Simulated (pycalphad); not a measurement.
Effect of Si content in Mg-Si

Source of the numbers: pycalphad with the COST 507 light-alloy database (1999); pressure 1 atm. No gas phase is included, though pure Mg would boil below 1515 K. The database dates from 1999; later assessments differ in places, in temperatures and in the compounds included. Amounts are mole fractions of atoms. Kinetics are ignored, which matters at the lower temperatures.

```csv
alloy,liquidus (K),first solid,solidus (K),phases at 475 K
Mg-42.64Si (wt.%),1338,MG2SI,1217,"MG2SI 0.91, diamond (Si) 0.09"
Mg-55.79Si (wt.%),1239,MG2SI,1217,"MG2SI 0.72, diamond (Si) 0.28"
Mg-80.66Si (wt.%),(withheld),(withheld),1217,(withheld)
```

**Question.** Some entries are withheld; supply them.

**Answer.** 
- Mg-80.66Si (wt.%), liquidus (K): 1515
- Mg-80.66Si (wt.%), first solid: diamond (Si)
- Mg-80.66Si (wt.%), phases at 475 K: diamond (Si) 0.67, MG2SI 0.33

Database names, with the compositions (at.%) that they take in these runs: MG2SI: Mg 67 Si 33.
